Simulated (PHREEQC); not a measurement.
Make-up at 25 °C: 0.018 mol/kgw H3PO4. Closed to the air; pH follows from the charge balance.

The numbers come from PHREEQC with the ion-association model, phreeqc.dat.

| Quantity | Result |
|---|---|
| pH | 2.10 |
| ionic strength | 0.00870 mol/kgw |
| specific conductance | 3100 µS/cm |
| total alkalinity | -18.0 meq/kg |

```tsv
species	molality	activity	log γ
H3PO4	0.00930	0.00932	0.001
H+	0.00870	0.00799	-0.037
H2PO4-	0.00870	0.00792	-0.041
HPO4-2	9.01e-8	6.16e-8	-0.165
```

No solid was allowed to form. Species that the database lacks are ignored.
